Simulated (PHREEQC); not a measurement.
A solution holds 0.035 mmol/kgw KHCO3, 0.14 mmol/kgw Na2SO4 and 0.052 mmol/kgw LiCl, at 25 °C. Closed to the air; pH follows from the charge balance.

The numbers come from PHREEQC with the ion-association model, phreeqc.dat.

- pH: 7.90
- ionic strength: 0.000507 mol/kgw
- total alkalinity: 0.0350 meq/kg

| species | molality | activity | log γ |
|---|---|---|---|
| Na+ | 0.000280 | 0.000273 | -0.011 |
| SO4-2 | 0.000140 | 0.000126 | -0.044 |
| Cl- | 5.20e-5 | 5.07e-5 | -0.011 |
| Li+ | 5.20e-5 | 5.07e-5 | -0.011 |
| K+ | 3.50e-5 | 3.41e-5 | -0.011 |
| HCO3- | 3.39e-5 | 3.31e-5 | -0.011 |
| CO2 | 9.42e-7 | 9.42e-7 | 0.000 |
| OH- | 8.19e-7 | 7.98e-7 | -0.011 |
| NaSO4- | 1.77e-7 | 1.72e-7 | -0.011 |
| CO3-2 | 1.35e-7 | 1.22e-7 | -0.044 |
| KSO4- | 3.10e-8 | 3.02e-8 | -0.011 |

This is a speciation only: nothing precipitates in the calculation.
